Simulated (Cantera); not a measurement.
A closed system holds: 1 mol SiH₄, 2 mol CH₄, 2.4 mol H₂, held at 1048 K and 0.160 bar.

Method: chemical equilibrium by Gibbs-energy minimisation in Cantera with the NASA 1993 tables (ideal gas, pure condensed phases). Candidate condensed phases: C, C₆H₆, C₇H₈, C₈H₁₈, Si, SiC; 87 gas species. Equilibrium is a limit: real reactors are often held back by kinetics, nucleation or transport.

Base state: H₂ 0.991, CH₄ 0.00917 (mole fractions); condensed: C(graphite) + SiC(s).

### Question
What changes in the equilibrium state with this change: 1.8 mol O₂ added?

### Answer
```tsv
species	before	after
H₂	0.991	0.833
CO	0	0.156
CH₄	0.00917	0.00648
H₂O	0	0.00389
CO₂	0	0.000866
C(graphite), mol	0.924	0.383
SiC(s), mol	1.00	0
SiO₂(β-quartz), mol	0	1.00
```
Further candidate phases: H₂O, SiO₂.
